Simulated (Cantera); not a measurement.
A closed system holds: 1 mol Si(CH3)4, 0.085 mol HCl, 96 mol H2, at 82.5 Torr.

Cantera equilibrium calculation (NASA polynomials, part measured and part estimated; ideal gas, pure solids and liquids). Candidate condensed phases: C, C6H6, C7H8, C8H18, Si, SiC; 109 gas species. Gases not in the tables: Si2H6 and higher silanes. The numbers say what is thermodynamically allowed, not how fast it happens.

**Question.** What share of the Si ends up in condensed phases as a function of T (°C), at 1702, 1752, 1802, 1852, 1902, 1952, 2002, 2052, 2102, 2152, 2202?

**Answer.** 
```tsv
T (°C)	Si condensed (%)	as
1702	99.8	SiC(s)
1752	99.5	SiC(s)
1802	99.0	SiC(s)
1852	98.0	SiC(s)
1902	96.1	SiC(s)
1952	92.6	SiC(s)
2002	86.2	SiC(s)
2052	74.8	SiC(s)
2102	54.6	SiC(s)
2152	19.5	SiC(s)
2202	0.0	-
```
